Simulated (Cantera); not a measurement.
Input: 1 mol HMDSO, 5 mol O2, 0.71 mol H2, equilibrated at 998 K and 3300 Pa.

Method: chemical equilibrium by Gibbs-energy minimisation in Cantera with the NASA 1993 tables (ideal gas, pure condensed phases). Candidate condensed phases: C, C6H6, C7H8, C8H18, H2O, Si, SiC, SiO2; 123 gas species. The feed counts by its element totals alone. Kinetics and transport are ignored.

Base state: H2 0.584, CO 0.352, H2O 0.0340, CO2 0.0297, CH4 8.94e-5 (mole fractions); condensed: SiO2(β-quartz).

What changes in the equilibrium state with this change: HMDSO replaced by SiCl4?


| species | before | after |
|---|---|---|
| O2 | <1e-9 | 0.594 |
| Cl2 | 0 | 0.202 |
| HCl | 0 | 0.194 |
| H2 | 0.584 | <1e-9 |
| CO | 0.352 | 0 |
| CO2 | 0.0297 | 0 |
| H2O | 0.0340 | 0.00902 |
| Cl | 0 | 0.000932 |
| CH4 | 8.94e-5 | 0 |
| SiO2(β-quartz), mol | 2.00 | 1.00 |
